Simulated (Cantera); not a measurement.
Input: 1 mol CH₃F, 0.22 mol CH₄, at 100 Torr.

Equilibrium computed with Cantera from the NASA thermochemical tables; the gas is ideal and each condensed phase is pure. Candidate condensed phases: C, C₆H₆, C₇H₈, C₈H₁₈; 95 gas species. Kinetics and transport are ignored.

At 1800 K, list the 4 most abundant gas species with their mole fractions, and the condensed phases.

H₂ 0.589, HF 0.410, H 0.000753, C₂H₂ (acetylene) 0.000103. Condensed: C(graphite).
